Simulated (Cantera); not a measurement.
Charge: 1 mol SiH₄, 22 mol N₂O, 3.4 mol N₂, held at 400 °C and 4.73 Torr.

Method: chemical equilibrium by Gibbs-energy minimisation in Cantera with the NASA 1993 tables (ideal gas, pure condensed phases). Candidate condensed phases: H₂O, Si, SiO₂, Si₂N₂O, Si₃N₄; 35 gas species. Equilibrium is a limit: real reactors are often held back by kinetics, nucleation or transport.

Base state: N₂ 0.698, O₂ 0.247, H₂O 0.0549 (mole fractions); condensed: SiO₂(α-quartz).

Q: What changes in the equilibrium state with this change: N₂O from 22 to 1.1 mol?

A: 
```
species              before    after
-------------------  ------  -------
N₂                    0.698    0.677
H₂                    <1e-9    0.323
NH₃                   <1e-9  1.28e-5
O₂                    0.247    <1e-9
H₂O                  0.0549  6.01e-7
SiO₂(α-quartz), mol    1.00    0.400
Si₂N₂O(s), mol            0    0.300
```
